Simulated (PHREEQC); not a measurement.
Solution (25 °C): 8.4 mmol/kgw SrCl2, 0.073 mmol/kgw Na2SO4 and 0.0043 mmol/kgw H4SiO4. Closed to the air; pH follows from the charge balance.

Model: ion-association model, phreeqc.dat, run in PHREEQC.

Problem. The ionic strength comes out as 0.0253 mol/kgw. What activity coefficients do Cl-, Na+, SO4-2, Sr+2 get?

Solution. Cl- 0.86, Na+ 0.86, SO4-2 0.55, Sr+2 0.56.

No solid was allowed to form.
